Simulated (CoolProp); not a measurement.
A single-stage vapour-compression cycle with C2F6 (R116): evaporating at 220.15 K (dew point), condensing at 263.15 K (bubble point), superheat 2 K, subcooling 2 K, compressor efficiency 0.9, no pressure losses. Each further row changes one setting.

Computed with CoolProp (reference Helmholtz-energy equation of state, Lemmon 2006). It is a short technical equation, of lower accuracy than the large ones.

```
case                              cooling COP  pressure ratio  discharge temperature (K)  refrigerating effect (kJ/kg)  volumetric capacity (kJ/m³)
--------------------------------  -----------  --------------  -------------------------  ----------------------------  ---------------------------
as stated                                3.16            4.28                      266.5                          61.1                         1660
evaporating temperature 225.15 K         3.81            3.50                      266.2                          63.5                         2100
condensing temperature 258.15 K          3.83            3.70                      261.3                          67.1                         1830
subcooling 7 K                           3.47            4.28                      266.5                          67.2                         1830
superheat 12 K                           3.28            4.28                      275.5                          68.1                         1740
compressor efficiency 0.8                2.81            4.28                      269.0                          61.1                         1660
```
